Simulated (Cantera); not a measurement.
A Cantera script and what it prints.

```python
import numpy as np
import cantera as ct

gas_names = [...]  # 47 gases of nasa_gas.yaml made of Cl, H, N, O, Si
cond_names = """
    H2O(s) H2O(L) NH4CL(a) NH4CL(b) Si(cr) Si(L) SiO2(Lqz) SiO2(hqz) SiO2(L) Si2N2O(s) Si3N4(a)
""".split()


# ... load() reads the species with a 1 bar reference pressure and builds the phases ...
atoms = {
    'SiH2Cl2': {'Si': 1, 'H': 2, 'CL': 2},
    'O3': {'O': 3},
    'NO': {'N': 1, 'O': 1},
}
top_T = {'Si2N2O(s)': 2100, 'Si3N4(a)': 2400}  # K; cautious upper limits of use, not melting points


# ... equilibrate(T, P, feed) seeds the gas with the atoms and calls Mixture.equilibrate('TP', solver="gibbs", rtol=1e-10, max_steps=50000) ...
results = []
T = 1048.15  # K
P = 1000  # Pa
for m in [0.13, 0.15, 0.18, 0.22, 0.27, 0.32, 0.38, 0.46, 0.56]:
    feed = {'SiH2Cl2': 1, 'O3': m, 'NO': 0.18}  # mol
    mix = equilibrate(T, P, feed)
    results.append((T, P, feed, dict(zip(mix.species_names, mix.species_moles))))
    x = sorted(zip(gas.X, gas.species_names), reverse=True)
    print(f"T = {T:g} K  P = {P:g} Pa  n(O3) = {m:g} mol  gas = {mix.phase_moles(0):.4g} mol")
    print("   x: " + "  ".join(f"{s} {v:.3e}" for v, s in x if v > 1e-06))
    print("   condensed (mol): " + ("  ".join(f"{mix.phase(i).name} {mix.phase_moles(i):.4g}"
          for i in range(1, mix.n_phases) if mix.phase_moles(i) > 1e-12) or "none"))
```

It prints:

```
T = 1048.15 K  P = 1000 Pa  n(O3) = 0.13 mol  gas = 1.522 mol
   x: H2 6.129e-01  SiCL4 2.771e-01  HCL 5.702e-02  SiHCL3 3.050e-02  SiCL3 1.223e-02  SiCL2 9.881e-03  SiH2CL2 3.819e-04  SiH3CL 1.245e-06
   condensed (mol): Si(cr) 0.07762  SiO2(hqz) 0.24  Si2N2O(s) 0.09
T = 1048.15 K  P = 1000 Pa  n(O3) = 0.15 mol  gas = 1.522 mol
   x: H2 6.129e-01  SiCL4 2.771e-01  HCL 5.702e-02  SiHCL3 3.050e-02  SiCL3 1.223e-02  SiCL2 9.881e-03  SiH2CL2 3.819e-04  SiH3CL 1.245e-06
   condensed (mol): Si(cr) 0.04762  SiO2(hqz) 0.27  Si2N2O(s) 0.09
T = 1048.15 K  P = 1000 Pa  n(O3) = 0.18 mol  gas = 1.522 mol
   x: H2 6.129e-01  SiCL4 2.771e-01  HCL 5.702e-02  SiHCL3 3.050e-02  SiCL3 1.223e-02  SiCL2 9.881e-03  SiH2CL2 3.819e-04  SiH3CL 1.245e-06
   condensed (mol): Si(cr) 0.002625  SiO2(hqz) 0.315  Si2N2O(s) 0.09
T = 1048.15 K  P = 1000 Pa  n(O3) = 0.22 mol  gas = 1.56 mol
   x: H2 5.574e-01  SiCL4 2.701e-01  HCL 1.573e-01  SiHCL3 9.801e-03  SiCL3 4.121e-03  SiCL2 1.151e-03  SiH2CL2 4.046e-05
   condensed (mol): SiO2(hqz) 0.375  Si2N2O(s) 0.09
T = 1048.15 K  P = 1000 Pa  n(O3) = 0.27 mol  gas = 1.631 mol
   x: H2 4.495e-01  HCL 3.237e-01  SiCL4 2.220e-01  SiHCL3 3.156e-03  SiCL3 1.478e-03  SiCL2 1.801e-04  SiH2CL2 5.105e-06
   condensed (mol): SiO2(hqz) 0.45  Si2N2O(s) 0.09
T = 1048.15 K  P = 1000 Pa  n(O3) = 0.32 mol  gas = 1.706 mol
   x: HCL 4.828e-01  H2 3.443e-01  SiCL4 1.710e-01  SiHCL3 1.249e-03  SiCL3 6.681e-04  SiCL2 4.778e-05  N2 1.754e-06  SiH2CL2 1.038e-06
   condensed (mol): SiO2(hqz) 0.525  Si2N2O(s) 0.09
T = 1048.15 K  P = 1000 Pa  n(O3) = 0.38 mol  gas = 1.795 mol
   x: HCL 6.576e-01  H2 2.281e-01  SiCL4 1.136e-01  SiHCL3 4.035e-04  SiCL3 2.653e-04  N2 7.118e-05  SiCL2 1.134e-05
   condensed (mol): SiO2(hqz) 0.6151  Si2N2O(s) 0.08987
T = 1048.15 K  P = 1000 Pa  n(O3) = 0.46 mol  gas = 1.908 mol
   x: HCL 8.266e-01  H2 1.107e-01  SiCL4 5.526e-02  N2 7.241e-03  SiHCL3 7.578e-05  SiCL3 7.150e-05  SiCL2 1.693e-06
   condensed (mol): SiO2(hqz) 0.7419  Si2N2O(s) 0.07618
T = 1048.15 K  P = 1000 Pa  n(O3) = 0.56 mol  gas = 2.02 mol
   x: HCL 8.515e-01  H2 6.926e-02  N2 4.455e-02  SiCL4 3.459e-02  SiCL3 3.436e-05  SiHCL3 2.881e-05  H2O 1.167e-06
   condensed (mol): SiO2(hqz) 0.93
```

These are equilibrium values from Cantera (NASA tables, ideal gas, pure condensed phases), not measurements of a reactor. Mutual solubility and eutectic melting of coexisting phases are not modelled. The tables' values for SiCl3 are old estimates; treat these amounts as uncertain.
